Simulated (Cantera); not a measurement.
Input (Python, Cantera):

```python
import numpy as np
import cantera as ct

gas = ct.Solution("gri30.yaml")
gas.TPX = 1475, 49000, {'H2': 1, 'O2': 1.39, 'N2': 5.22}
reactor = ct.IdealGasReactor(gas, energy="on", clone=False)
net = ct.ReactorNet([reactor])
net.rtol, net.atol = 1e-08, 1e-16
show = ['H2', 'O2', 'NO2', 'N2O', 'H2O2', 'HO2', 'O']
times = np.geomspace(2e-06, 0.4, 11)

steps = ct.SolutionArray(gas, extra=["t"])
rows = []
print(f"{'t/s':>10s}{'T/K':>9s}{'P/Pa':>11s}" + "".join(f"{s:>11s}" for s in show))
for t in times:
    while net.time < t:
        t_next = net.step()
        steps.append(gas.state, t=t_next)
    rows.append([np.interp(t, steps.t, y) for y in (steps.T, steps.P, *steps(*show).X.T)])
    print(f"{t:10.3e}{rows[-1][0]:9.1f}{rows[-1][1]:11.4g}" + "".join(f"{x:11.3e}" for x in rows[-1][2:]))
rate = np.gradient(steps.T, steps.t)
print("integrator steps:", len(steps.t))
if steps.T.max() > steps.T[0] + 200:
    print(f"time of steepest temperature rise: {steps.t[rate.argmax()]:.4e} s")
gas.TPX = 1475, 49000, {'H2': 1, 'O2': 1.39, 'N2': 5.22}
gas.equilibrate("UV")
print(f"equilibrium (UV): T = {gas.T:.1f} K  " + "  ".join(f"{s} {gas[s].X[0]:.3e}" for s in show))
```

It prints:

```
       t/s      T/K       P/Pa         H2         O2        NO2        N2O       H2O2        HO2          O
 2.000e-06   1475.0    4.9e+04  1.314e-01  1.827e-01  2.869e-23  3.929e-14  3.025e-10  1.111e-07  2.954e-08
 6.778e-06   1475.0    4.9e+04  1.314e-01  1.827e-01  1.426e-20  4.587e-13  3.198e-09  3.959e-07  4.770e-07
 2.297e-05   1476.5  4.905e+04  1.276e-01  1.808e-01  2.768e-14  3.650e-10  1.548e-07  1.788e-05  6.305e-04
 7.786e-05   1898.2  6.155e+04  1.145e-02  1.127e-01  3.230e-09  1.347e-07  3.998e-07  1.527e-05  2.882e-02
 2.639e-04   2325.5  7.342e+04  5.221e-03  1.161e-01  3.760e-08  3.334e-07  1.519e-07  6.745e-06  1.198e-02
 8.944e-04   2470.5  7.731e+04  2.260e-03  1.193e-01  3.425e-07  6.172e-07  2.577e-07  9.204e-06  5.051e-03
 3.031e-03   2469.4  7.726e+04  2.211e-03  1.187e-01  1.198e-06  6.205e-07  2.590e-07  9.177e-06  4.909e-03
 1.027e-02   2462.1  7.701e+04  2.156e-03  1.169e-01  3.590e-06  6.275e-07  2.531e-07  8.901e-06  4.702e-03
 3.482e-02   2450.2   7.66e+04  2.068e-03  1.139e-01  7.463e-06  6.628e-07  2.437e-07  8.461e-06  4.376e-03
 1.180e-01   2445.8  7.646e+04  2.037e-03  1.129e-01  8.839e-06  6.817e-07  2.403e-07  8.307e-06  4.263e-03
 4.000e-01   2445.8  7.645e+04  2.036e-03  1.129e-01  8.854e-06  6.819e-07  2.403e-07  8.305e-06  4.262e-03
integrator steps: 1245
time of steepest temperature rise: 3.3815e-05 s
equilibrium (UV): T = 2445.8 K  H2 2.036e-03  O2 1.129e-01  NO2 8.854e-06  N2O 6.819e-07  H2O2 2.403e-07  HO2 8.305e-06  O 4.262e-03
```

Detailed kinetics in Cantera: GRI-Mech 3.0 (53 species, 325 reactions).
